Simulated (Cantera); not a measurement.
Charge: 1 mol S, 4.9 mol H2, a varied amount of O2, equilibrated at 2600 K and 0.00133 bar.

Method: chemical equilibrium by Gibbs-energy minimisation in Cantera with the NASA 1993 tables (ideal gas, pure condensed phases). Candidate condensed phases: H2O, H2SO4, S; 19 gas species. The numbers say what is thermodynamically allowed, not how fast it happens.

Problem. At 0.76 mol O2, list the 5 most abundant gas species with their mole fractions, and the condensed phases.

Solution. H 0.524, H2 0.249, S 0.0567, H2O 0.0503, SO 0.0463. Condensed: gas only.
